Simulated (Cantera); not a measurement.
Feed: 1 mol Ti(OiPr)4, 2.9 mol CH4, a varied amount of H2, held at 0.100 bar.

Method: chemical equilibrium by Gibbs-energy minimisation in Cantera with the NASA 1993 tables (ideal gas, pure condensed phases). Candidate condensed phases: C, C6H6, C7H8, C8H18, H2O, Ti, TiC, TiO, TiO2, Ti2O3, Ti3O5, Ti4O7; 113 gas species. The feed counts by its element totals alone. Mutual solubility and eutectic melting of coexisting phases are not modelled. TiC: taken at fixed stoichiometry. Condensed phases not in the tables: Magnéli phases beyond Ti4O7. Kinetics and transport are ignored.

Q: What condenses at these points (T in °C, n(H2) in mol): (1825, 52); (925, 10); (925, 14); (1025, 5.3); (925, 52); (1625, 14); (1225, 37); (1325, 3.8)?

A: 
| T (°C) | n(H2) in mol | condensed phases | Ti condensed (%) |
|---|---|---|---|
| 1825 | 52 | C + TiC | 100.0 |
| 925 | 10 | C + Ti4O7 | 100.0 |
| 925 | 14 | C + Ti3O5 + Ti4O7 | 100.0 |
| 1025 | 5.3 | C + TiC + Ti3O5 | 100.0 |
| 925 | 52 | C + Ti3O5 | 100.0 |
| 1625 | 14 | C + TiC | 100.0 |
| 1225 | 37 | C + TiC | 100.0 |
| 1325 | 3.8 | C + TiC | 100.0 |
